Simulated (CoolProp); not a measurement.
Saturation properties of n-hexane (Tc = 507.8 K, pc = 3.044 MPa, ω = 0.300).

Values from CoolProp's reference Helmholtz-energy equation of state, Thol 2019.

| T (K) | p (MPa) | liquid density (kg/m³) | vapour density (kg/m³) | enthalpy of vaporisation (kJ/kg) |
|---|---|---|---|---|
| 305.5 | 0.02749 | 648.0 | 0.9510 | 361.2 |
| 319.1 | 0.04666 | 635.4 | 1.560 | 351.8 |
| 332.7 | 0.07527 | 622.4 | 2.442 | 342.0 |
| 346.3 | 0.1162 | 608.9 | 3.676 | 331.7 |
| 359.8 | 0.1723 | 595.1 | 5.341 | 321.0 |
| 373.4 | 0.2479 | 580.7 | 7.568 | 309.6 |
| 387 | 0.3466 | 565.5 | 10.48 | 297.4 |
| 400.6 | 0.4725 | 549.5 | 14.23 | 284.2 |
| 414.1 | 0.6288 | 532.6 | 19.01 | 269.9 |
| 427.7 | 0.8225 | 514.2 | 25.16 | 254.1 |

It boils at 341.9 K under 1 atm.
